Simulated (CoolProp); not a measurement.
Vapour-liquid equilibrium of R134a (1) + R124 (2) at 213.2 K; x and y are mole fractions of (1).

Model: multi-fluid Helmholtz-energy mixture model, Tillner-Roth 1994 and de Vries 1995; pair parameters Bell 2016, in CoolProp.

```csv
x,bubble pressure (MPa),y at the bubble point,dew pressure at overall composition x (MPa),liquid density (mol/L)
0.05,0.008421,0.118,0.008063,11.90
0.2,0.01008,0.373,0.008900,12.23
0.35,0.01151,0.545,0.009904,12.59
0.5,0.01275,0.673,0.01111,12.97
0.65,0.01384,0.778,0.01252,13.38
0.8,0.01481,0.873,0.01406,13.81
0.95,0.01568,0.967,0.01553,14.28
```

No azeotrope shows between x = 0.05 and 0.95.

Pair parameters are fitted to limited data, so mixtures are less certain than the pure fluids.
